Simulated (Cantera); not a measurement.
Cantera run:

```python
import numpy as np
import cantera as ct

gas_names = """
    CH2F2 C2H2,acetylene HF F
""".split()
cond_names = """

""".split()


# ... load() reads the species with a 1 bar reference pressure and builds the phases ...
species = {s.name: s for s in load("nasa_gas.yaml", gas_names) + load("nasa_condensed.yaml", cond_names)}
# Each term lists the table entries of one substance; the one whose range holds T is used.
reactions = {
    '2 CH2F2(g) = C2H2(g) + 2 HF(g) + 2 F(g)':
        [(-2, ['CH2F2']), (1, ['C2H2,acetylene']), (2, ['HF']), (2, ['F'])],
}


def pick(names, T):
    return next(species[n] for n in names if species[n].thermo.min_temp <= T <= species[n].thermo.max_temp)


results = []
for label, terms in reactions.items():
    print(label)
    print("     T/K   dH/kJ  dS/(J/K)   dG/kJ   log10 K")
    for T in [473, 523, 573, 623, 673]:
        used = [(nu, pick(names, T)) for nu, names in terms]
        dH = sum(nu * s.thermo.h(T) for nu, s in used) / 1e6
        dS = sum(nu * s.thermo.s(T) for nu, s in used) / 1e3
        dG = dH - T * dS / 1e3
        logK = -dG * 1e6 / (ct.gas_constant * T * np.log(10))
        results.append((label, T, dH, dS, dG, logK, [s.name for _, s in used]))
        print(f"{T:8g} {dH:8.1f} {dS:8.1f} {dG:8.1f} {logK:8.2f}")
```

Output:

```
2 CH2F2(g) = C2H2(g) + 2 HF(g) + 2 F(g)
     T/K   dH/kJ  dS/(J/K)   dG/kJ   log10 K
     473    756.5    397.2    568.6   -62.79
     523    758.5    401.2    548.7   -54.80
     573    760.2    404.3    528.5   -48.18
     623    761.7    406.8    508.2   -42.61
     673    762.9    408.7    487.8   -37.86
```

Source: NASA polynomial tables (part measured, part estimated), evaluated in Cantera. Condensed species are held in their standard states even where they would react or evaporate.
